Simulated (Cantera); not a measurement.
**Adiabatic ignition**

An adiabatic, constant-pressure homogeneous reactor starts with 16.8 % H₂, 16.1 % O₂, 60.7 % N₂, 6.37 % H₂O, at 1100 K and 500000 Pa.

Computed with Cantera and the H2/O2 subset of GRI-Mech 3.0, which has no nitrogen chemistry. The hydrogen kinetics of GRI-Mech 3.0 are dated; newer H2 mechanisms differ, most at raised pressure.

| t (s) | T (K) | x H₂ | x O₂ | x H₂O | x OH | x HO₂ | x O | x H₂O₂ |
|---|---|---|---|---|---|---|---|---|
| 9.00e-6 | 1100 | 0.168 | 0.161 | 0.0637 | 6.73e-11 | 2.88e-8 | 1.60e-10 | 2.41e-10 |
| 2.28e-5 | 1100 | 0.168 | 0.161 | 0.0637 | 7.42e-11 | 7.69e-8 | 1.74e-10 | 1.65e-9 |
| 5.80e-5 | 1100 | 0.168 | 0.161 | 0.0637 | 9.83e-11 | 2.07e-7 | 2.19e-10 | 1.07e-8 |
| 0.000147 | 1100 | 0.168 | 0.161 | 0.0637 | 2.06e-10 | 6.20e-7 | 3.97e-10 | 6.95e-8 |
| 0.000374 | 1100 | 0.168 | 0.161 | 0.0637 | 9.74e-10 | 2.83e-6 | 1.56e-9 | 5.65e-7 |
| 0.000949 | 1101 | 0.168 | 0.161 | 0.0638 | 2.84e-8 | 3.60e-5 | 3.49e-8 | 2.09e-5 |
| 0.00241 | 2246 | 0.000589 | 0.0832 | 0.249 | 0.00502 | 8.10e-6 | 0.000468 | 6.19e-7 |
| 0.00611 | 2246 | 0.000589 | 0.0832 | 0.249 | 0.00502 | 8.10e-6 | 0.000468 | 6.19e-7 |
| 0.0155 | 2246 | 0.000589 | 0.0832 | 0.249 | 0.00502 | 8.10e-6 | 0.000468 | 6.19e-7 |
| 0.0394 | 2246 | 0.000589 | 0.0832 | 0.249 | 0.00502 | 8.10e-6 | 0.000468 | 6.19e-7 |
| 0.100 | 2246 | 0.000589 | 0.0832 | 0.249 | 0.00502 | 8.10e-6 | 0.000468 | 6.19e-7 |
x: mole fraction; the columns are a selection and need not sum to one.

```json
{
 "time_of_steepest_temperature_rise": "1.69 ms",
 "temperature at 0.100 s": "2246 K",
 "equilibrium_temperature": "2246 K",
 "x(H₂) at 0.100 s": "0.000589 (gas-phase equilibrium 0.000589)",
 "x(O₂) at 0.100 s": "0.0832 (gas-phase equilibrium 0.0832)",
 "x(H₂O) at 0.100 s": "0.249 (gas-phase equilibrium 0.249)"
}
```
